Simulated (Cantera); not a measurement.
An isothermal, constant-pressure homogeneous reactor starts with NO : N2 = 1 : 0.86 (molar parts), at 1650 K and 13000 Pa.

Model: GRI-Mech 3.0 (53 species, 325 reactions), integrated in Cantera.

Q: Predict: x(NO) at 100 s; x(O) at 100 s; x(NO2) at 100 s; x(N2O) at 100 s; x(N2) at 100 s; x(O2) at 100 s.

A: 
```
Quantity                                            Value
---------------  ----------------------------------------
x(NO) at 100 s      0.287 (gas-phase equilibrium 0.00260)
x(O) at 100 s     2.61e-5 (gas-phase equilibrium 3.74e-5)
x(NO2) at 100 s  0.000281 (gas-phase equilibrium 3.73e-6)
x(N2O) at 100 s   2.75e-5 (gas-phase equilibrium 5.33e-8)
x(N2) at 100 s        0.588 (gas-phase equilibrium 0.730)
x(O2) at 100 s        0.125 (gas-phase equilibrium 0.267)
```
